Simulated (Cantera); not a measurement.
A perfectly stirred reactor is fed with C₂H₆ : H₂ = 1 : 91 (molar parts), at 101000 Pa; it is held at 1373 K, and followed from long to short residence time.

Detailed kinetics in Cantera: GRI-Mech 3.0 (53 species, 325 reactions). GRI-Mech 3.0 stops at C3 and has no aromatics, soot or wall deposition, so with more carbon than oxygen in the feed, carbon stays in small species such as C2H2 where larger ones or solid carbon would form.

Question: What does this change do: pressure from 101000 Pa to 2670 Pa?

Answer: 
| quantity | before | after |
|---|---|---|
| x(C₂H₆) at τ = 1.50 s | 4.63e-5 | 4.10e-5 |
| x(H₂) at τ = 1.50 s | 0.981 | 0.986 |
| x(C₂H₄) at τ = 1.50 s | 0.00153 | 0.000684 |
| x(CH₄) at τ = 1.50 s | 0.0159 | 0.00606 |
| x(H) at τ = 1.50 s | 9.48e-6 | 0.000125 |
| x(C₂H₆) at τ = 39.0 ms | 0.000304 | 0.000777 |
| x(H₂) at τ = 39.0 ms | 0.986 | 0.985 |
| x(C₂H₄) at τ = 39.0 ms | 0.00434 | 0.00365 |
| x(CH₄) at τ = 39.0 ms | 0.00719 | 0.00749 |
| x(H) at τ = 39.0 ms | 2.87e-5 | 0.000237 |
Radical loss at walls, strong at low pressure, is not modelled.
